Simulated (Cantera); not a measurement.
Input: 1 mol Al, 0.11 mol HCl, 3.9 mol N2, at 1500 °C and 100000 Pa.

Equilibrium computed with Cantera from the NASA thermochemical tables; the gas is ideal and each condensed phase is pure. Candidate condensed phases: Al, AlCl3, AlN, NH4Cl; 20 gas species. The tables' values for AlCl2 are old estimates; treat these amounts as uncertain. Kinetics and transport are ignored.

Base state: N2 0.970, H2 0.0121, HCl 0.00695, AlCl3 0.00553, AlCl 0.00309, AlCl2 0.00228, H 3.13e-5, Cl 1.38e-5 (mole fractions); condensed: AlN(s).

**Question.** What changes in the equilibrium state with this change: Al replaced by Fe3O4?

**Answer.** 
```
species         before    after
-------------  -------  -------
N2               0.970    0.971
HCl            0.00695   0.0130
H2O                  0  0.00717
H2              0.0121  1.08e-5
FeCl2                0  0.00673
AlCl3          0.00553        0
AlCl           0.00309        0
AlCl2          0.00228        0
AlN(s), mol      0.962        0
Fe3O4(s), mol        0    0.991
```
Further candidate phases: Fe, FeCl2, FeCl3, FeO, Fe(OH)2, Fe(OH)3, Fe2O3, Fe3O4, H2O.

**Question.** What changes in the equilibrium state with this change: temperature from 1500 °C to 1077 °C?

**Answer.** 
| species | before | after |
|---|---|---|
| N2 | 0.970 | 0.972 |
| H2 | 0.0121 | 0.0115 |
| HCl | 0.00695 | 0.00829 |
| AlCl | 0.00309 | 2.33e-6 |
| AlCl2 | 0.00228 | 3.49e-5 |
| AlCl3 | 0.00553 | 0.00766 |
| H | 3.13e-5 | 2.56e-7 |
| Cl | 1.38e-5 | 1.53e-7 |
| AlN(s), mol | 0.962 | 0.973 |

**Question.** What changes in the equilibrium state with this change: pressure from 100000 Pa to 130000 Pa?

**Answer.** 
```json
[
 {"species": "N2", "before": "0.970", "after": "0.970"},
 {"species": "H2", "before": "0.0121", "after": "0.0121"},
 {"species": "HCl", "before": "0.00695", "after": "0.00707"},
 {"species": "AlCl", "before": "0.00309", "after": "0.00242"},
 {"species": "AlCl3", "before": "0.00553", "after": "0.00586"},
 {"species": "H", "before": "3.13e-5", "after": "2.74e-5"},
 {"species": "Cl", "before": "1.38e-5", "after": "1.24e-5"},
 {"species": "AlCl2", "before": "0.00228", "after": "0.00208"},
 {"species": "AlN(s), mol", "before": "0.962", "after": "0.964"}
]
```
